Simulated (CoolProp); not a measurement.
Aqueous calcium chloride as a coolant, 17 % by mass, freezing at -13.7 °C, 1 atm.

Model: Melinder's fits for secondary coolants, in CoolProp.

```
T (°C)  conductivity (W/(m K))  Prandtl number  density (kg/m³)  cp (kJ/(kg K))
------  ----------------------  --------------  ---------------  --------------
-2.9                     0.545            17.9             1155           3.184
1.4                      0.551            15.6             1155           3.197
5.8                      0.557            13.7             1154           3.209
10.1                     0.564            12.1             1154           3.221
14.4                     0.570            10.8             1153           3.232
18.8                     0.577            9.64             1152           3.243
23.1                     0.583            8.68             1151           3.253
27.4                     0.590            7.85             1150           3.263
31.7                     0.596            7.14             1148           3.272
36.1                     0.603            6.51             1146           3.281
```
